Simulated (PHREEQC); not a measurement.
Solution (40 °C): 0.0038 mol/kgw HF, 0.00011 mol/kgw CsF, 0.00087 mol/kgw H4SiO4 and 0.0022 mol/kgw HCl. Closed to the air; pH follows from the charge balance.

Computed with PHREEQC (ion-association model, wateq4f.dat).

Precipitation was switched off in this run.

Order these F species by the share of F that they hold, largest first: HF, H2F2, SiF6-2, F-, HF2-.

HF (62 %), SiF6-2 (25 %), F- (12 %), H2F2 (0.45 %), HF2- (0.25 %)

The pH is 2.56 and the ionic strength 0.00317 mol/kgw. The solution is supersaturated, for example in Quartz (slow to form), Chalcedony (slow to form), so a real one may precipitate; this is no full list. Complexes and solids missing from the database can't appear. Constants without temperature data keep their 25 °C values here. SiF6-2 is the database's only silicon fluoride.
